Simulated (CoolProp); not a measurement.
Vapour pressure (MPa) of CF4 (R14): the reference equation beside estimates from Tc = 227.4 K, pc = 3.762 MPa, ω = 0.178. Clausius-Clapeyron is anchored at 155.6 K with a constant enthalpy of vaporisation of 11.30 kJ/mol.

Model: reference Helmholtz-energy equation of state, Platzer 1990, in CoolProp. This equation is an older, rougher fit; its heat capacities, sound speeds and derivatives of the liquid may be far off and weren't checked against measurements.

| T (K) | reference | Clausius-Clapeyron | van der Waals | Redlich-Kwong | Soave-Redlich-Kwong | Peng-Robinson |
|---|---|---|---|---|---|---|
| 147.8 | 0.1220 | 0.1265 | 0.5110 | 0.1702 | 0.1221 | 0.1230 |
| 151.7 | 0.1576 | 0.1602 | 0.5874 | 0.2162 | 0.1581 | 0.1586 |
| 155.6 | 0.2006 | 0.2006 | 0.6710 | 0.2708 | 0.2017 | 0.2017 |
| 159.6 | 0.2535 | 0.2497 | 0.7645 | 0.3364 | 0.2555 | 0.2548 |
| 163.5 | 0.3147 | 0.3059 | 0.8635 | 0.4108 | 0.3178 | 0.3161 |
| 167.4 | 0.3864 | 0.3713 | 0.9704 | 0.4963 | 0.3909 | 0.3881 |
| 171.4 | 0.4720 | 0.4488 | 1.089 | 0.5963 | 0.4783 | 0.4741 |
| 175.3 | 0.5683 | 0.5354 | 1.212 | 0.7067 | 0.5769 | 0.5711 |
| 179.2 | 0.6785 | 0.6338 | 1.345 | 0.8306 | 0.6898 | 0.6822 |
| 183.1 | 0.8038 | 0.7449 | 1.486 | 0.9688 | 0.8182 | 0.8087 |
| 187.1 | 0.9493 | 0.8730 | 1.640 | 1.126 | 0.9673 | 0.9558 |
| 191 | 1.109 | 1.013 | 1.800 | 1.296 | 1.131 | 1.117 |
| 194.9 | 1.288 | 1.168 | 1.969 | 1.482 | 1.314 | 1.298 |
| 198.9 | 1.492 | 1.343 | 2.153 | 1.690 | 1.523 | 1.506 |
| 202.8 | 1.714 | 1.532 | 2.341 | 1.912 | 1.749 | 1.730 |

Absolute difference from the reference over all 15 rows, mean and median: Clausius-Clapeyron 5.7 and 5.8 %, van der Waals 136.6 and 113.3 %, Redlich-Kwong 24.8 and 24.4 %, Soave-Redlich-Kwong 1.3 and 1.5 %, Peng-Robinson 0.6 and 0.6 %.
